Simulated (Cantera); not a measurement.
A freely propagating, adiabatic, planar premixed flame of 9.80 % CH4, 0.333 % C2H6, 18.9 % O2, 71.0 % N2, equivalence ratio 1.1, unburnt at 600 K and 0.132 atm; mixture-averaged transport, grid criteria slope 0.08 and curve 0.16, no radiation.

Detailed kinetics in Cantera: GRI-Mech 3.0 (53 species, 325 reactions). Burning velocities carry a grid error of a few per cent, more on coarse grids.

x: mole fraction of selected species; z is measured from the peak of heat release.

| z (mm) | T (K) | u (m/s) | x CH4 | x C2H6 | x O2 | x C2H4 | x N2O | x NO |
|---|---|---|---|---|---|---|---|---|
| -5.83 | 600 | 1.82 | 0.0979 | 0.00333 | 0.189 | 3.23e-8 | <1e-8 | <1e-8 |
| -3.89 | 601 | 1.82 | 0.0976 | 0.00332 | 0.189 | 8.19e-7 | <1e-8 | <1e-8 |
| -2.92 | 605 | 1.84 | 0.0970 | 0.00331 | 0.188 | 5.40e-6 | <1e-8 | <1e-8 |
| -1.94 | 650 | 1.99 | 0.0935 | 0.00331 | 0.184 | 4.04e-5 | <1e-8 | 1.03e-7 |
| -0.972 | ___ | 3.10 | 0.0701 | 0.00334 | 0.156 | 0.000378 | <1e-8 | 1.28e-6 |
| -0.486 | ___ | 4.40 | 0.0396 | 0.00167 | 0.116 | 0.000832 | <1e-8 | 3.57e-6 |
| 0 | ___ | 5.67 | 0.0111 | 0.000126 | 0.0675 | 0.000529 | <1e-8 | 8.33e-6 |
| 0.486 | 1930 | 6.24 | 0.00128 | 9.99e-7 | 0.0367 | 5.24e-5 | <1e-8 | 1.51e-5 |
| 0.972 | 1968 | 6.35 | 8.02e-5 | <1e-8 | 0.0239 | 1.46e-6 | 1.09e-8 | 2.02e-5 |
| 1.94 | 1986 | 6.39 | 2.61e-7 | <1e-8 | 0.0174 | <1e-8 | 1.13e-8 | 2.44e-5 |
| 3.89 | 2003 | 6.42 | <1e-8 | <1e-8 | 0.0155 | <1e-8 | 1.09e-8 | 2.72e-5 |
| 7.78 | 2024 | 6.47 | <1e-8 | <1e-8 | 0.0147 | <1e-8 | 1.11e-8 | 3.15e-5 |
| 15.6 | 2058 | 6.57 | <1e-8 | <1e-8 | 0.0138 | <1e-8 | 1.19e-8 | 4.03e-5 |

**Question.** Some entries are withheld; supply them.

**Answer.** 
- -0.972, T (K): 990
- -0.486, T (K): 1384
- 0, T (K): 1761
